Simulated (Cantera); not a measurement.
# Equilibrium for abatement and gas-phase synthesis: HCl + H2O

A closed system holds: 1 mol HCl, 1.4 mol H2O, at 0.100 bar.

Equilibrium computed with Cantera from the NASA thermochemical tables; the gas is ideal and each condensed phase is pure. Candidate condensed phases: H2O; 29 gas species. Ions and electrons are included (thermal ionisation). Kinetics and transport are ignored.

From 2227 °C to 4727 °C nothing is condensed.

```csv
T (°C),x H,x H2O,x HCl,x O,x Cl,x H2,x OH,x O2
2227,0.0214,0.473,0.317,0.00561,0.0662,0.0726,0.0289,0.0150
2727,0.191,0.190,0.153,0.0657,0.136,0.147,0.0823,0.0337
3227,0.487,0.0133,0.0332,0.183,0.158,0.0680,0.0438,0.0138
3727,0.589,0.000359,0.00572,0.219,0.161,0.0137,0.00905,0.00217
4227,0.608,1.51e-5,0.00127,0.224,0.161,0.00309,0.00208,0.000407
4727,0.611,1.14e-6,0.000373,0.225,0.161,0.000903,0.000621,0.000104
```
x: gas mole fraction; nothing condenses.
